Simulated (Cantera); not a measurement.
Feed: 1 mol Pb, 0.034 mol O2, 1 mol H2, equilibrated at 3.60 mbar.

These are equilibrium values from Cantera (NASA tables, ideal gas, pure condensed phases), not measurements of a reactor. Candidate condensed phases: H2O, Pb, PbO, PbO2, Pb3O4; 12 gas species. Equilibrium is a limit: real reactors are often held back by kinetics, nucleation or transport.

**Question.** At 975 K, list the 3 most abundant gas species with their mole fractions, and the condensed phases.

**Answer.** H2 0.930, H2O 0.0678, Pb 0.00255. Condensed: Pb(l).
